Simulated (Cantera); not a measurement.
Input: 1 mol B2H6, 0.29 mol NH3, 5.6 mol N2, held at 133 Pa.

These are equilibrium values from Cantera (NASA tables, ideal gas, pure condensed phases), not measurements of a reactor. Candidate condensed phases: B, BN; 15 gas species. The feed counts by its element totals alone. Rates play no part.

Task: At 1527 °C, list the 3 most abundant gas species with their mole fractions, and the condensed phases.

Result: N2 0.578, H2 0.415, H 0.00632. Condensed: BN(s).
